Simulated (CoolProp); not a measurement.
Values from CoolProp's reference Helmholtz-energy equation of state, Zhou 2012.

Give the vapour pressure (MPa), liquid density (kg/m³), vapour density (kg/m³), surface tension (mN/m) of saturated m-xylene at 434.1, 498.2 K.


| T (K) | p (MPa) | liquid density (kg/m³) | vapour density (kg/m³) | surface tension (mN/m) |
|---|---|---|---|---|
| 434.1 | 0.176 | 733 | 5.53 | 14.0 |
| 498.2 | 0.651 | 659 | 19.8 | 8.13 |

Surface tension comes from a separate correlation (Mulero 2014).
